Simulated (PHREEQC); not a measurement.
## Nickel, zinc or cadmium bath: an equilibrium model

Make-up at 45 °C: 0.153 mol ZnCl2 and 7.2e-05 mol Na2SO4 per kg of water. Closed to the air; pH follows from the charge balance.

Computed with PHREEQC (ion-association model, phreeqc.dat).

No solid was allowed to form.

Task: Estimate the pH, ionic strength, activity of water.

Result: pH 4.83; ionic strength 0.363 mol/kgw; activity of water 0.993.

Task: In which forms is Zn present?

Result: Zn+2 71 %, ZnCl+ 25 %, ZnCl2 2.9 %, ZnCl3- 1.0 % of the Zn.

Complexes and solids missing from the database can't appear. At this temperature some constants are extrapolated from 25 °C, and those without enthalpy data are left unchanged.
